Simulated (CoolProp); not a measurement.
CH2F2 (R32) along the isotherm 301.2 K: Z from the reference equation and from simpler models built on Tc = 351.3 K, pc = 5.783 MPa, ω = 0.277; each cubic takes its own stable root.

The numbers come from the reference Helmholtz-energy equation of state, Tillner-Roth 1997 in CoolProp.

| p (MPa) | phase | reference |
|---|---|---|
| 0.183 | gas | 0.9783 |
| 0.347 | gas | 0.9583 |
| 0.657 | gas | 0.9187 |
| 1.25 | gas | 0.8350 |
| 2.36 | liquid | 0.05151 |
| 4.48 | liquid | 0.09640 |
| 8.49 | liquid | 0.1787 |
| 16.1 | liquid | 0.3279 |
| 30.5 | liquid | 0.5946 |
| 57.8 | liquid | 1.066 |

Task: How far does each simpler model (van der Waals, Redlich-Kwong, Soave-Redlich-Kwong) lie from the reference over these 10 states: mean and median of the absolute difference, and the worst?

Result: 
- van der Waals: mean 182.7 %, median 72.0 %, worst +1420.5 % at 301.2 K and 2.36 MPa
- Redlich-Kwong: mean 20.6 %, median 27.2 %, worst +40.2 % at 301.2 K and 2.36 MPa
- Soave-Redlich-Kwong: mean 17.7 %, median 25.3 %, worst +32.1 % at 301.2 K and 2.36 MPa

At some of these states van der Waals gives the other phase, because its saturation line lies elsewhere.
